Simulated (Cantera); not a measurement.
**Stirred combustor or abatement burner**

A perfectly stirred reactor is fed with CH₄ : H₂ : O₂ : N₂ = 1 : 0.68 : 2.75 : 10.4 (molar parts), at 0.790 bar; it is adiabatic with a 398 K inlet, and is followed from long to short residence time, starting on the burning branch (τ in s: 0.045, 0.018, 0.0069, 0.0027, 0.001, 0.0004, 0.00016, 6.1e-05, 2.4e-05).

Computed with Cantera and GRI-Mech 3.0 (53 species, 325 reactions).

```csv
τ (s),T (K),x CH₄,x H₂,x O₂,x HCN,x CH₂O,x CO
0.045,2134,6.28e-6,0.00182,0.0292,1.11e-7,1.02e-6,0.00345
0.018,2111,1.22e-5,0.00265,0.0301,1.29e-7,1.98e-6,0.00493
0.0069,2071,2.35e-5,0.00408,0.0316,1.54e-7,3.71e-6,0.00732
0.0027,2014,4.54e-5,0.00606,0.0336,1.92e-7,6.71e-6,0.0104
0.0010,1935,9.67e-5,0.00864,0.0365,2.49e-7,1.29e-5,0.0141
0.00040,1848,0.000213,0.0112,0.0399,3.24e-7,2.51e-5,0.0182
0.00016,1748,0.000544,0.0138,0.0451,4.51e-7,5.49e-5,0.0239
6.1e-5,1606,0.00240,0.0189,0.0594,8.23e-7,0.000185,0.0362
2.4e-5,398,0.0674,0.0459,0.185,<1e-12,<1e-12,<1e-12
```
x: mole fraction; the columns are a selection and need not sum to one.
